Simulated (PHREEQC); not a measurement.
Consider water at 25 °C with 0.0124 mol NaHCO3, 0.0062 mol KOH and 0.00082 mol LiCl per kg of water. Closed to the air; pH follows from the charge balance.

The numbers come from PHREEQC with the ion-association model, phreeqc.dat.

The pH comes out as 10.07. The ionic strength is 0.0241 mol/kgw and the specific conductance comes out as 1940 µS/cm. The total alkalinity comes out as 18.6 meq/kg.

```
species  molality  activity   log γ
-------  --------  --------  ------
Na+        0.0117    0.0101  -0.064
HCO3-     0.00631   0.00547  -0.062
K+        0.00620   0.00532  -0.067
CO3-2     0.00539   0.00304  -0.248
Cl-      0.000820  0.000704  -0.066
Li+      0.000820  0.000713  -0.061
NaCO3-   0.000666  0.000573  -0.065
OH-      0.000140  0.000120  -0.067
NaHCO3    3.09e-5   3.11e-5   0.002
CO2       1.03e-6   1.04e-6   0.002
```

No solid was allowed to form.
